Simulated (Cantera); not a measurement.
A perfectly stirred reactor is fed with H2 : O2 : N2 = 1.3 : 1 : 12 (molar parts), at 128 Torr; it is held at 1250 K, and followed from long to short residence time.

Computed with Cantera and GRI-Mech 3.0 (53 species, 325 reactions). The temperature is held fixed by assumption; the heat of reaction is taken as removed at once.

**Question.** What does this change do: pressure from 128 Torr to 563 Torr?

**Answer.** 
```json
[
 {"quantity": "x(H2) at τ = 1.30 s", "before": "0.000248", "after": "6.87e-5"},
 {"quantity": "x(O2) at τ = 1.30 s", "before": "0.0256", "after": "0.0256"},
 {"quantity": "x(NO) at τ = 1.30 s", "before": "5.11e-7", "after": "5.86e-7"},
 {"quantity": "x(OH) at τ = 1.30 s", "before": "0.000308", "after": "0.000102"},
 {"quantity": "x(H2O) at τ = 1.30 s", "before": "0.0948", "after": "0.0951"},
 {"quantity": "x(H2) at τ = 22.0 ms", "before": "0.00313", "after": "0.000969"},
 {"quantity": "x(O2) at τ = 22.0 ms", "before": "0.0268", "after": "0.0259"},
 {"quantity": "x(NO) at τ = 22.0 ms", "before": "3.31e-6", "after": "6.76e-7"},
 {"quantity": "x(OH) at τ = 22.0 ms", "before": "0.00116", "after": "0.000407"},
 {"quantity": "x(H2O) at τ = 22.0 ms", "before": "0.0896", "after": "0.0939"}
]
```
